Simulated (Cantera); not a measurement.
# Equilibrium for silicon epitaxy and polysilicon growth: SiH2Cl2 + HCl + H2

Input: 1 mol SiH2Cl2, 4.3 mol HCl, 380 mol H2, equilibrated at 0.580 bar.

Cantera equilibrium calculation (NASA polynomials, part measured and part estimated; ideal gas, pure solids and liquids). Candidate condensed phases: Si; 19 gas species. The tables' values for SiCl3 are old estimates; treat these amounts as uncertain. Gases not in the tables: Si2H6 and higher silanes. The numbers say what is thermodynamically allowed, not how fast it happens.

```csv
T (K),log p H2,log p HCl,log p SiCl4,log p SiHCl3,log p SiCl2,log p SiH2Cl2,log p H,log p SiCl3,n Si(s),n Si(l)
898,-0.24,-2.41,-2.98,-3.37,-6.62,-4.78,-10.08,-5.64,0,0
998,-0.24,-2.37,-3.13,-3.17,-5.11,-4.17,-8.79,-4.82,0,0
1098,-0.24,-2.30,-3.37,-3.14,-4.06,-3.84,-7.73,-4.29,0.0451,0
1198,-0.24,-2.14,-3.84,-3.51,-3.67,-4.07,-6.84,-4.23,0.458,0
1298,-0.24,-2.08,-4.54,-4.05,-3.50,-4.40,-6.09,-4.41,0.655,0
1398,-0.24,-2.07,-5.29,-4.61,-3.43,-4.76,-5.45,-4.67,0.703,0
1498,-0.24,-2.07,-5.97,-5.13,-3.39,-5.10,-4.89,-4.93,0.705,0
1598,-0.24,-2.07,-6.58,-5.60,-3.36,-5.39,-4.40,-5.16,0.694,0
1698,-0.24,-2.07,-7.12,-6.01,-3.34,-5.66,-3.96,-5.38,0,0.682
```
log p: log10 of the partial pressure in bar; n: condensed amount in mol.

From 898 K to 998 K nothing is condensed. From 1098 K to 1598 K the condensed part is Si(s). At 1698 K the condensed part is Si(l). The main Si-bearing gas is SiCl4 at 898 K and SiCl2 at 1698 K.
